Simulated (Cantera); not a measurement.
## B + H2O + N2 (chemical vapour transport)

A closed system holds: 1 mol B, 0.11 mol H2O, a varied amount of N2, equilibrated at 1698 K and 75.0 Torr.

These are equilibrium values from Cantera (NASA tables, ideal gas, pure condensed phases), not measurements of a reactor. Candidate condensed phases: B, BN, B2O3, B3O3H3, H2O; 39 gas species. Mutual solubility and eutectic melting of coexisting phases are not modelled. The numbers say what is thermodynamically allowed, not how fast it happens.

From 0.66 mol N2 to 3.1 mol N2 the condensed part is BN(s) + B2O3(l). At 3.7 mol N2 the condensed part is BN(s). The main B-bearing gas is B2O3 throughout. The share of B in condensed phases is highest at 0.66 mol N2 (98.9 %) and lowest at 3.7 mol N2 (92.8 %).

| n(N2) (mol) | x N2 | x H2 | x HBO2 | x B2O3 | n BN(s) | n B2O3(l) |
|---|---|---|---|---|---|---|
| 0.66 | 0.630 | 0.343 | 0.0111 | 0.00758 | 0.927 | 0.0311 |
| 0.77 | 0.724 | 0.252 | 0.00977 | 0.00758 | 0.927 | 0.0297 |
| 0.9 | 0.787 | 0.191 | 0.00863 | 0.00758 | 0.927 | 0.0281 |
| 1.1 | 0.841 | 0.139 | 0.00745 | 0.00758 | 0.928 | 0.0258 |
| 1.2 | 0.858 | 0.122 | 0.00701 | 0.00758 | 0.928 | 0.0247 |
| 1.4 | 0.883 | 0.0986 | 0.00632 | 0.00758 | 0.928 | 0.0226 |
| 1.7 | 0.907 | 0.0762 | 0.00558 | 0.00758 | 0.928 | 0.0194 |
| 2 | 0.922 | 0.0620 | 0.00505 | 0.00758 | 0.928 | 0.0163 |
| 2.3 | 0.932 | 0.0522 | 0.00464 | 0.00758 | 0.928 | 0.0133 |
| 2.7 | 0.942 | 0.0430 | 0.00422 | 0.00758 | 0.928 | 0.00942 |
| 3.1 | 0.949 | 0.0365 | 0.00389 | 0.00758 | 0.928 | 0.00557 |
| 3.7 | 0.957 | 0.0298 | 0.00351 | 0.00755 | 0.928 | 0 |
x: gas mole fraction; n: condensed amount in mol.
